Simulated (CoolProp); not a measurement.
Computed with CoolProp (reference Helmholtz-energy equation of state, Schroeder 2014).

Give the vapour pressure (bar), liquid cp (kJ/(kg K)), surface tension (mN/m) of saturated ethanol at 157.75 °C.


```
T (°C)  p (bar)  liquid cp (kJ/(kg K))  surface tension (mN/m)
------  -------  ---------------------  ----------------------
157.75     11.9                   3.94                    8.81
```

Surface tension comes from a separate correlation (Mulero 2012).
